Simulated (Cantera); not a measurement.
An isothermal plug-flow reactor at 475 K and 5.00 bar (inlet), inlet velocity 2.9 m/s, active area per volume 470 1/m; feed H2 : O2 : N2 : H2O = 0.013 : 0.059 : 0.79 : 0.011 (molar parts).

Computed with Cantera and Deutschmann's 1995 Pt surface mechanism with GRI-Mech 3.0 gas chemistry. Catalytic surfaces can have several steady states; this one follows from the mechanism file's or the stated starting coverage. Mass transfer to the wall is taken as infinitely fast.

Question: What does this change do: temperature 475 to 500 K?

Answer: 
```
quantity                  before     after
----------------------  --------  --------
x(H2) at z = 0.024 m    0.000409  0.000386
x(O2) at z = 0.024 m      0.0608    0.0608
x(H2O) at z = 0.024 m     0.0273    0.0273
θ(free Pt) at the exit   0.00953   0.00930
θ(O*) at the exit          0.927     0.946
θ(OH*) at the exit        0.0625    0.0444
```
